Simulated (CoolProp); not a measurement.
R141b along the isotherm 8.35 °C: Z from the reference equation and from simpler models built on Tc = 204.4 °C, pc = 42.12 bar, ω = 0.220; each cubic takes its own stable root.

Model: reference Helmholtz-energy equation of state, Lemmon 2006, in CoolProp. It is a short technical equation, of lower accuracy than the large ones.

```
p (bar)   phase  reference  Redlich-Kwong  Soave-Redlich-Kwong  Peng-Robinson
-------  ------  ---------  -------------  -------------------  -------------
0.333       gas     0.9829         0.9884               0.9873         0.9868
0.684    liquid   0.002701         0.9759             0.002941       0.002606
1.4      liquid        [?]       0.006162             0.006018       0.005333
2.88     liquid    0.01137        0.01267                  [?]        0.01097
5.92     liquid        [?]        0.02602                  [?]        0.02253
12.2     liquid    0.04809        0.05354              0.05232            [?]
25       liquid    0.09836         0.1093               0.1069        0.09485
51.3     liquid        [?]            [?]               0.2183         0.1938
105      liquid     0.4088         0.4509               0.4426         0.3935
```

### Question
What belongs in the gaps?

### Answer

- 1.4, reference: 0.005527
- 2.88, Soave-Redlich-Kwong: 0.01238
- 5.92, reference: 0.02336
- 5.92, Soave-Redlich-Kwong: 0.02542
- 12.2, Peng-Robinson: 0.04639
- 51.3, reference: 0.2011
- 51.3, Redlich-Kwong: 0.2229

At some of these states Redlich-Kwong gives the other phase, because its saturation line lies elsewhere.
